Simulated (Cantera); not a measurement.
A Cantera script and what it prints.

```python
import numpy as np
import cantera as ct

gas_names = """
    F FO FO2 F2 F2O O O2 O3 Si SiF SiF2 SiF3 SiF4 SiO SiO2 Si2 Si3
""".split()
cond_names = """
    Si(cr) Si(L) SiO2(Lqz) SiO2(hqz) SiO2(L)
""".split()


# ... load() reads the species with a 1 bar reference pressure and builds the phases ...
atoms = {
    'SiO2': {'Si': 1, 'O': 2},
    'F2': {'F': 2},
}
top_T = {}  # K; cautious upper limits of use, not melting points


# ... equilibrate(T, P, feed) seeds the gas with the atoms and calls Mixture.equilibrate('TP', solver="vcs", rtol=1e-11, max_steps=5000) ...
results = []
T = 1100  # K
P = 10000  # Pa
for m in [0.62, 1.6, 2.6, 3.7, 4.7, 5.7, 6.7, 7.7, 8.7]:
    feed = {'SiO2': 1, 'F2': m}  # mol
    mix = equilibrate(T, P, feed)
    results.append((T, P, feed, dict(zip(mix.species_names, mix.species_moles))))

top = {s: max(r[3][s] / sum(r[3][g] for g in gas_names) for r in results) for s in gas_names}
cols = sorted((s for s in top if top[s] > 1e-06), key=lambda s: -top[s])[:5]
seen = [c for c in cond_names if any(r[3].get(c, 0) > 1e-12 for r in results)]
print("log10 of partial pressures in bar; condensed amounts in mol")
print(f"{'n(F2)':>10s}" + "".join(f"{s[:9]:>10s}" for s in cols + seen))
for T, P, feed, n in results:
    ng = sum(n[g] for g in gas_names)
    print(f"{feed['F2']:10.4g}" + "".join(f"{np.log10(max(n[s] / ng * P / 1e5, 1e-99)):10.3f}" for s in cols)
          + "".join(f"{n.get(c, 0):10.4g}" for c in seen))
```

Result:

```
log10 of partial pressures in bar; condensed amounts in mol
     n(F2)      SiF4        O2         F        F2       FO2 SiO2(hqz)
      0.62    -1.301    -1.301   -10.103   -18.973   -13.833      0.69
       1.6    -1.301    -1.301   -10.103   -18.973   -13.833       0.2
       2.6    -1.468    -1.468    -1.640    -2.047    -5.536         0
       3.7    -1.651    -1.651    -1.459    -1.686    -5.539         0
       4.7    -1.767    -1.767    -1.405    -1.577    -5.601         0
       5.7    -1.858    -1.858    -1.376    -1.520    -5.663         0
       6.7    -1.934    -1.934    -1.358    -1.484    -5.720         0
       7.7    -1.997    -1.998    -1.346    -1.459    -5.772         0
       8.7    -2.053    -2.053    -1.337    -1.441    -5.819         0
```

Method: chemical equilibrium by Gibbs-energy minimisation in Cantera with the NASA 1993 tables (ideal gas, pure condensed phases).
